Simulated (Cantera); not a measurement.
## Adiabatic ignition

An adiabatic, constant-volume homogeneous reactor starts with CH₄ : C₂H₆ : O₂ : N₂ = 1 : 0.047 : 3.14 : 11.8 (molar parts), equivalence ratio 0.69, at 975 K and 101000 Pa.

Cantera simulation using GRI-Mech 3.0 (53 species, 325 reactions); the numbers are that mechanism's predictions, not measurements. Below about 1000 K GRI-Mech 3.0 lacks low-temperature oxidation paths.

```tsv
t (s)	T (K)	P (bar)	x CH₄	x C₂H₆	x O₂	x NO₂	x H₂O₂
2.00e-6	975	1.01	0.0626	0.00294	0.196	<1e-12	<1e-12
7.02e-6	975	1.01	0.0626	0.00294	0.196	<1e-12	<1e-12
2.47e-5	975	1.01	0.0626	0.00294	0.196	<1e-12	<1e-12
8.66e-5	975	1.01	0.0626	0.00294	0.196	<1e-12	<1e-12
0.000304	975	1.01	0.0626	0.00294	0.196	<1e-12	4.44e-12
0.00107	975	1.01	0.0626	0.00294	0.196	<1e-12	5.72e-11
0.00375	975	1.01	0.0626	0.00294	0.196	<1e-12	7.95e-10
0.0132	975	1.01	0.0626	0.00294	0.196	<1e-12	1.15e-8
0.0462	975	1.01	0.0625	0.00294	0.196	<1e-12	1.69e-7
0.162	977	1.02	0.0623	0.00289	0.196	<1e-12	3.60e-6
0.570	2546	2.67	<1e-12	<1e-12	0.0554	8.74e-6	3.72e-7
2.00	2546	2.67	<1e-12	<1e-12	0.0554	8.74e-6	3.72e-7
```
x: mole fraction; the columns are a selection and need not sum to one.

| Property | Value |
|---|---|
| time of steepest temperature rise | 0.278 s |
| temperature at 2.00 s | 2546 K |
| equilibrium temperature | 2546 K |
| x(CH₄) at 2.00 s | <1e-12 (gas-phase equilibrium <1e-12) |
| x(C₂H₆) at 2.00 s | <1e-12 (gas-phase equilibrium <1e-12) |
| x(O₂) at 2.00 s | 0.0554 (gas-phase equilibrium 0.0554) |
